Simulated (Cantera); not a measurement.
An adiabatic, constant-pressure homogeneous reactor starts with CO : H2 : CH4 : O2 : N2 : H2O = 1 : 0.061 : 0.055 : 0.582 : 2.19 : 0.19 (molar parts), equivalence ratio 1.1, at 1325 K and 0.310 bar. Integrator tolerance rtol = 1e-08.

Detailed kinetics in Cantera: GRI-Mech 3.0 (53 species, 325 reactions).

Question: What does this change do: pressure from 0.310 bar to 9.90 bar?

Answer: 
```json
[
 {"quantity": "time of steepest temperature rise", "before": "0.340 ms", "after": "43.6 µs"},
 {"quantity": "temperature at 0.100 s", "before": "2588 K", "after": "2830 K"},
 {"quantity": "equilibrium temperature", "before": "2588 K", "after": "2830 K"},
 {"quantity": "x(CO) at 0.100 s", "before": "0.104 (gas-phase equilibrium 0.104)", "after": "0.0808 (gas-phase equilibrium 0.0808)"},
 {"quantity": "x(H2) at 0.100 s", "before": "0.00726 (gas-phase equilibrium 0.00726)", "after": "0.00488 (gas-phase equilibrium 0.00488)"},
 {"quantity": "x(CH4) at 0.100 s", "before": "<1e-12 (gas-phase equilibrium <1e-12)", "after": "<1e-12 (gas-phase equilibrium <1e-12)"},
 {"quantity": "x(O2) at 0.100 s", "before": "0.0304 (gas-phase equilibrium 0.0304)", "after": "0.0188 (gas-phase equilibrium 0.0188)"},
 {"quantity": "x(NO) at 0.100 s", "before": "0.00867 (gas-phase equilibrium 0.00868)", "after": "0.00990 (gas-phase equilibrium 0.00990)"}
]
```
